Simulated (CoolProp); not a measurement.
Model: reference Helmholtz-energy equation of state, McLinden 2015, in CoolProp.

Task: For the fluoroketone C6F12O (FK-5-1-12), give the phase and the cp (kJ/(kg K)), speed of sound (m/s), Joule-Thomson coefficient (K/MPa), isothermal compressibility (1/MPa) at 500 K and 6540 kPa; 500 K and 7480 kPa; 500 K and 8410 kPa.

Result: 
- 500 K and 6540 kPa: supercritical; cp 1.33, speed of sound 142, Joule-Thomson coefficient 1.54, isothermal compressibility 0.0696
- 500 K and 7480 kPa: supercritical; cp 1.31, speed of sound 161, Joule-Thomson coefficient 1.11, isothermal compressibility 0.0504
- 500 K and 8410 kPa: supercritical; cp 1.29, speed of sound 178, Joule-Thomson coefficient 0.837, isothermal compressibility 0.0391
